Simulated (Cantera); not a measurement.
Charge: 1 mol SiCl4, 0.19 mol N2O, 47 mol H2, at 1650 °C and 3.23 Torr.

Equilibrium computed with Cantera from the NASA thermochemical tables; the gas is ideal and each condensed phase is pure. Candidate condensed phases: H2O, NH4Cl, Si, SiO2, Si2N2O, Si3N4; 47 gas species. The tables' values for SiCl, SiCl3 are old estimates; treat these amounts as uncertain. Gases not in the tables: Si2H6 and higher silanes. Kinetics and transport are ignored.

Base state: H2 0.904, HCl 0.0587, H 0.0137, SiCl2 0.01000, Si 0.00395, SiO 0.00380, N2 0.00380, SiCl 0.000698 (mole fractions); condensed: Si(l).

What changes in the equilibrium state with this change: pressure from 3.23 Torr to 1.20 Torr?


```
species       before    after
----------  --------  -------
H2             0.904    0.891
HCl           0.0587   0.0620
H             0.0137   0.0223
SiCl2        0.01000  0.00768
SiCl3        1.23e-5  6.16e-6
Si           0.00395  0.00719
Cl          0.000667  0.00117
SiH2         6.09e-5  4.06e-5
Si(l), mol    0.0589        0
```
The tables' values for SiCl are old estimates; treat these amounts as uncertain.

What changes in the equilibrium state with this change: pressure from 3.23 Torr to 75.0 Torr?


| species | before | after |
|---|---|---|
| H2 | 0.904 | 0.919 |
| HCl | 0.0587 | 0.0599 |
| SiCl2 | 0.01000 | 0.0103 |
| H | 0.0137 | 0.00286 |
| Si | 0.00395 | 0.000170 |
| Si2 | 3.38e-5 | 1.45e-6 |
| SiCl3 | 1.23e-5 | 6.17e-5 |
| SiH | 0.000202 | 4.21e-5 |
| SiCl | 0.000698 | 0.000147 |
| Si(l), mol | 0.0589 | 0.278 |

What changes in the equilibrium state with this change: pressure from 3.23 Torr to 750 Torr?


| species | before | after |
|---|---|---|
| H2 | 0.904 | 0.921 |
| HCl | 0.0587 | 0.0598 |
| SiCl2 | 0.01000 | 0.0102 |
| H | 0.0137 | 0.000905 |
| Si | 0.00395 | 1.70e-5 |
| SiHCl3 | 1.01e-7 | 2.44e-5 |
| SiH2Cl2 | 9.81e-8 | 2.37e-5 |
| Si(l), mol | 0.0589 | 0.287 |
The tables' values for SiCl3, SiCl are old estimates; treat these amounts as uncertain.
